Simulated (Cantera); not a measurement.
Input: 1 mol n-butane, 1.5 mol CO2, 0.36 mol N2, equilibrated at 2975 K and 0.100 bar.

Method: chemical equilibrium by Gibbs-energy minimisation in Cantera with the NASA 1993 tables (ideal gas, pure condensed phases). Equilibrium is a limit: real reactors are often held back by kinetics, nucleation or transport.

```json
[
 {"species": "H2", "before": "0.345", "after": "0.518"},
 {"species": "CO", "before": "0.308", "after": "0.351"},
 {"species": "H", "before": "0.272", "after": "0.0430"},
 {"species": "C2H2 (acetylene)", "before": "0.0200", "after": "0.0300"},
 {"species": "HCN", "before": "0.0180", "after": "0.0232"},
 {"species": "N2", "before": "0.0256", "after": "0.0283"},
 {"species": "C2H4", "before": "1.23e-7", "after": "1.66e-5"},
 {"species": "CH4", "before": "9.56e-7", "after": "0.000129"},
 {"species": "H2O", "before": "9.77e-8", "after": "1.00e-5"},
 {"species": "C5", "before": "4.04e-5", "after": "6.74e-7"},
 {"species": "C2", "before": "0.000241", "after": "4.02e-6"},
 {"species": "C3", "before": "0.00238", "after": "3.97e-5"},
 {"species": "C(graphite), mol", "before": "1.74", "after": "1.71"}
]
```
Gas species are given as mole fractions.

Task: Which change was made?
A) temperature from 2975 K to 1425 K
B) pressure from 0.100 bar to 6.00 bar
C) pressure from 0.100 bar to 10.0 mbar
D) n-butane replaced by C2H6

Result: B, pressure from 0.100 bar to 6.00 bar
